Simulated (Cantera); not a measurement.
Feed: 1 mol Pb, 3.1 mol CO, 0.47 mol H₂, at 1073 K and 5.03 Torr.

Equilibrium computed with Cantera from the NASA thermochemical tables; the gas is ideal and each condensed phase is pure. Candidate condensed phases: C, C₆H₆, C₇H₈, C₈H₁₈, H₂O, Pb, PbO, PbO₂, Pb₃O₄; 113 gas species. Equilibrium is a limit: real reactors are often held back by kinetics, nucleation or transport.

Base state: CO 0.858, H₂ 0.130, Pb 0.0109, CO₂ 0.000695, H₂O 9.73e-5 (mole fractions); condensed: C(graphite) + Pb(l).

Problem. What changes in the equilibrium state with this change: pressure from 5.03 Torr to 16.5 Torr?

Solution. 
```json
[
 {"species": "CO", "before": "0.858", "after": "0.863"},
 {"species": "H₂", "before": "0.130", "after": "0.131"},
 {"species": "Pb", "before": "0.0109", "after": "0.00332"},
 {"species": "CO₂", "before": "0.000695", "after": "0.00231"},
 {"species": "CH₄", "before": "5.22e-6", "after": "1.74e-5"},
 {"species": "H₂O", "before": "9.73e-5", "after": "0.000324"},
 {"species": "C(graphite), mol", "before": "0.00284", "after": "0.00933"},
 {"species": "Pb(l), mol", "before": "0.961", "after": "0.988"}
]
```

Problem. What changes in the equilibrium state with this change: temperature from 1073 K to 1448.15 K?

Solution. 
| species | before | after |
|---|---|---|
| CO | 0.858 | 0.678 |
| Pb | 0.0109 | 0.219 |
| H₂ | 0.130 | 0.103 |
| H | 6.18e-8 | 3.62e-5 |
| CO₂ | 0.000695 | 3.29e-6 |
| H₂O | 9.73e-5 | 1.18e-6 |
| C(graphite), mol | 0.00284 | 0 |
| Pb(l), mol | 0.961 | 0 |
